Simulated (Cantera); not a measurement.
A closed system holds: 1 mol BF3, 94 mol H2, held at 1623 K and 0.0100 bar.

Cantera equilibrium calculation (NASA polynomials, part measured and part estimated; ideal gas, pure solids and liquids). Candidate condensed phases: B; 20 gas species. The tables' values for BF2 are old estimates; treat these amounts as uncertain. Rates play no part.

Base state: H2 0.982, HF 0.00664, BF3 0.00544, BF2 0.00218, BF 0.00158, BHF2 0.00129, H 0.000685 (mole fractions); condensed: gas only.

What changes in the equilibrium state with this change: temperature from 1623 K to 1373 K?


| species | before | after |
|---|---|---|
| H2 | 0.982 | 0.988 |
| BF3 | 0.00544 | 0.00871 |
| HF | 0.00664 | 0.00187 |
| BF | 0.00158 | 5.90e-5 |
| H | 0.000685 | 3.31e-5 |
| BF2 | 0.00218 | 0.000333 |

What changes in the equilibrium state with this change: pressure from 0.0100 bar to 0.133 bar?


```tsv
species	before	after
H2	0.982	0.985
BF3	0.00544	0.00660
HF	0.00664	0.00427
BF	0.00158	0.000347
H	0.000685	0.000188
BF2	0.00218	0.00113
```
